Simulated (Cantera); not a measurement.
Input: 1 mol CF4, 0.021 mol CH4, at 2100 K.

Method: chemical equilibrium by Gibbs-energy minimisation in Cantera with the NASA 1993 tables (ideal gas, pure condensed phases). Candidate condensed phases: C, C6H6, C7H8, C8H18; 95 gas species. Gases not in the tables: C2F6 and larger saturated fluorocarbons. Rates play no part.

### Question
Which condensed phases are stable at each of these points (P (Pa)): 1, 6.80, 46, 320, 2200, 15000, 100000?

### Answer
```
P (Pa)  condensed phases  C condensed (%)
------  ----------------  ---------------
1            C(graphite)             86.7
6.80         C(graphite)             48.0
46              gas only              0.0
320             gas only              0.0
2200            gas only              0.0
15000        C(graphite)              1.0
100000       C(graphite)              2.8
```

From 0.00750 Torr to 0.0510 Torr the condensed part is C(graphite). From 0.345 Torr to 16.5 Torr nothing is condensed. From 113 Torr to 750 Torr the condensed part is C(graphite).
